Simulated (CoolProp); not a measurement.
Saturated liquid density (kg/m³) of m-xylene: the reference equation beside estimates from Tc = 343.7 °C, pc = 35.35 bar, ω = 0.326.

Computed with CoolProp (reference Helmholtz-energy equation of state, Zhou 2012).

```tsv
T (°C)	reference	van der Waals	Redlich-Kwong
175.45	717.5	407.4	587.3
184.65	707.4	401.6	576.9
193.95	696.9	395.5	566.0
203.25	686.1	389.2	554.7
212.45	675.0	382.8	543.2
221.75	663.4	376.0	531.0
230.95	651.4	369.1	518.4
240.25	638.8	361.7	505.1
249.45	625.7	354.1	491.4
258.75	611.7	345.9	476.8
267.95	597.0	337.4	461.5
277.25	581.0	328.3	445.1
286.45	563.8	318.6	427.8
```

Absolute difference from the reference over all 13 rows, mean and median: van der Waals 43.4 and 43.3 %, Redlich-Kwong 20.7 and 20.4 %.
